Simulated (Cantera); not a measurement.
Feed: 1 mol Si₂H₆, 0.16 mol H₂O, held at 0.0653 Torr.

Equilibrium computed with Cantera from the NASA thermochemical tables; the gas is ideal and each condensed phase is pure. Candidate condensed phases: H₂O, Si, SiO₂; 18 gas species. The feed counts by its element totals alone. Equilibrium is a limit: real reactors are often held back by kinetics, nucleation or transport. All values below are at 1300 °C.

Base state: H₂ 0.947, SiO 0.0481, H 0.00424, Si 0.000632, SiH 1.38e-5 (mole fractions); condensed: Si(s).

Q: What changes in the equilibrium state with this change: H₂O from 0.16 to 1.9 mol?

A: 
```csv
species,before,after
H₂,0.947,0.717
SiO,0.0481,0.279
H,0.00424,0.00369
SiH,1.38e-5,1.20e-5
Si,0.000632,0.000632
"Si(s), mol",1.84,0.0956
```
